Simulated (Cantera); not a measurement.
Cantera run:

```python
import numpy as np
import cantera as ct

gas_names = """
    H HO2 H2 H2O H2O2 O OH O2 O3 Ti TiO TiO2
""".split()
cond_names = """
    H2O(s) H2O(L) Ti(a) Ti(b) Ti(L) TiO(a) TiO(b) TiO(L) TiO2(ru) TiO2(L) Ti2O3(a) Ti2O3(b) Ti2O3(L)
    Ti3O5(a) Ti3O5(b) Ti3O5(L) Ti4O7(s) Ti4O7(L)
""".split()


# ... load() reads the species with a 1 bar reference pressure and builds the phases ...
atoms = {
    'Ti': {'Ti': 1},
    'H2O': {'H': 2, 'O': 1},
    'H2': {'H': 2},
}
top_T = {}  # K; cautious upper limits of use, not melting points


# ... equilibrate(T, P, feed) seeds the gas with the atoms and calls Mixture.equilibrate('TP', solver="vcs", rtol=1e-11, max_steps=5000) ...
results = []
feed = {'Ti': 1, 'H2O': 0.33, 'H2': 1.3}  # mol
P = 100  # Pa
for T in [1548, 1598, 1648, 1698, 1748, 1798, 1848, 1898, 1948, 1998, 2048]:
    mix = equilibrate(T, P, feed)
    results.append((T, P, feed, dict(zip(mix.species_names, mix.species_moles))))
    x = sorted(zip(gas.X, gas.species_names), reverse=True)
    print(f"T = {T:g} K  P = {P:g} Pa  gas = {mix.phase_moles(0):.4g} mol")
    print("   x: " + "  ".join(f"{s} {v:.3e}" for v, s in x if v > 0.0001))
    print("   condensed (mol): " + ("  ".join(f"{mix.phase(i).name} {mix.phase_moles(i):.4g}"
          for i in range(1, mix.n_phases) if mix.phase_moles(i) > 1e-12) or "none"))
```

It prints:

```
T = 1548 K  P = 100 Pa  gas = 1.631 mol
   x: H2 9.990e-01  H 9.733e-04
   condensed (mol): Ti(b) 0.67  TiO(b) 0.33
T = 1598 K  P = 100 Pa  gas = 1.631 mol
   x: H2 9.983e-01  H 1.682e-03
   condensed (mol): Ti(b) 0.67  TiO(b) 0.33
T = 1648 K  P = 100 Pa  gas = 1.632 mol
   x: H2 9.972e-01  H 2.812e-03
   condensed (mol): Ti(b) 0.67  TiO(b) 0.33
T = 1698 K  P = 100 Pa  gas = 1.634 mol
   x: H2 9.954e-01  H 4.562e-03
   condensed (mol): Ti(b) 0.6699  TiO(b) 0.33
T = 1748 K  P = 100 Pa  gas = 1.636 mol
   x: H2 9.926e-01  H 7.198e-03  Ti 1.977e-04
   condensed (mol): Ti(b) 0.6697  TiO(b) 0.33
T = 1798 K  P = 100 Pa  gas = 1.64 mol
   x: H2 9.884e-01  H 1.107e-02  Ti 4.732e-04
   condensed (mol): Ti(b) 0.6692  TiO(b) 0.33
T = 1848 K  P = 100 Pa  gas = 1.646 mol
   x: H2 9.823e-01  H 1.662e-02  Ti 1.079e-03
   condensed (mol): Ti(b) 0.6682  TiO(b) 0.3299
T = 1898 K  P = 100 Pa  gas = 1.654 mol
   x: H2 9.731e-01  H 2.438e-02  Ti 2.353e-03  TiO 1.179e-04
   condensed (mol): Ti(b) 0.6661  TiO(b) 0.3298
T = 1948 K  P = 100 Pa  gas = 1.668 mol
   x: H2 9.598e-01  H 3.501e-02  Ti 4.915e-03  TiO 2.909e-04
   condensed (mol): Ti(L) 0.6618  TiO(b) 0.3295
T = 1998 K  P = 100 Pa  gas = 1.689 mol
   x: H2 9.404e-01  H 4.919e-02  Ti 9.676e-03  TiO 6.839e-04
   condensed (mol): Ti(L) 0.6537  TiO(b) 0.3288
T = 2048 K  P = 100 Pa  gas = 1.723 mol
   x: H2 9.125e-01  H 6.764e-02  Ti 1.840e-02  TiO 1.492e-03
   condensed (mol): Ti(L) 0.6383  TiO(L) 0.3274
```

Cantera equilibrium calculation (NASA polynomials, part measured and part estimated; ideal gas, pure solids and liquids). Each liquid is taken as pure. Mutual solubility and eutectic melting of coexisting phases are not modelled. TiO: taken at fixed stoichiometry. Condensed phases not in the tables: N, O or C dissolved in the metal.
